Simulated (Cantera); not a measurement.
A perfectly stirred reactor is fed with 53.2 % NH3, 45.2 % H2, 1.60 % N2, at 20.0 Torr; it is held at 1975 K, and followed from long to short residence time.

Detailed kinetics in Cantera: the gas-phase N/H chemistry of the illustrative SiF4/NH3 mechanism in the Surface Chemkin manual (1991). Walls and surfaces, which speed up NH3 decomposition in real reactors, are not modelled.

Question: Predict: x(NH3) at τ = 1.30 s; x(H2) at τ = 1.30 s; x(NH) at τ = 1.30 s; x(N2) at τ = 1.30 s; x(N) at τ = 1.30 s; x(NH3) at τ = 24.0 ms; x(H2) at τ = 24.0 ms; x(NH) at τ = 24.0 ms; x(N2) at τ = 24.0 ms; x(N) at τ = 24.0 ms.

Answer: 
| Quantity | Value |
|---|---|
| x(NH3) at τ = 1.30 s | 0.228 |
| x(H2) at τ = 1.30 s | 0.659 |
| x(NH) at τ = 1.30 s | 1.23e-5 |
| x(N2) at τ = 1.30 s | 0.112 |
| x(N) at τ = 1.30 s | 9.93e-7 |
| x(NH3) at τ = 24.0 ms | 0.520 |
| x(H2) at τ = 24.0 ms | 0.460 |
| x(NH) at τ = 24.0 ms | 1.37e-5 |
| x(N2) at τ = 24.0 ms | 0.0195 |
| x(N) at τ = 24.0 ms | 7.32e-7 |
